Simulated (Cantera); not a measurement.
A closed system holds: 1 mol BN, 0.48 mol H2, held at 2400 °C and 0.100 bar.

Equilibrium computed with Cantera from the NASA thermochemical tables; the gas is ideal and each condensed phase is pure. Candidate condensed phases: B, BN; 15 gas species. The tables' values for BH2 are old estimates; treat these amounts as uncertain. Rates play no part.

Base state: N2 0.481, H2 0.408, H 0.104, B 0.00408, BH2 0.00245, BH 0.000295, BN 0.000262 (mole fractions); condensed: B(l).

### Question
What changes in the equilibrium state with this change: pressure from 0.100 bar to 37.0 mbar?

### Answer
```json
[
 {"species": "N2", "before": "0.481", "after": "0.463"},
 {"species": "H2", "before": "0.408", "after": "0.362"},
 {"species": "H", "before": "0.104", "after": "0.160"},
 {"species": "B", "before": "0.00408", "after": "0.0110"},
 {"species": "BN", "before": "0.000262", "after": "0.000422"},
 {"species": "BH", "before": "0.000295", "after": "0.000458"},
 {"species": "BH2", "before": "0.00245", "after": "0.00217"},
 {"species": "B(l), mol", "before": "0.993", "after": "0.985"}
]
```

### Question
What changes in the equilibrium state with this change: temperature from 2400 °C to 1725 °C?

### Answer
```
species       before     after
----------  --------  --------
H2             0.408     0.993
H              0.104   0.00506
N2             0.481   0.00114
BH2          0.00245  0.000460
BN          0.000262   1.52e-8
B            0.00408   1.29e-6
BH          0.000295   9.40e-7
BH3          7.73e-6   1.12e-5
B(l), mol      0.993         0
B(s), mol          0  0.000875
BN(s), mol         0     0.999
```
Mutual solubility and eutectic melting of coexisting phases are not modelled. Gases not in the tables: B2H6 and higher boranes.
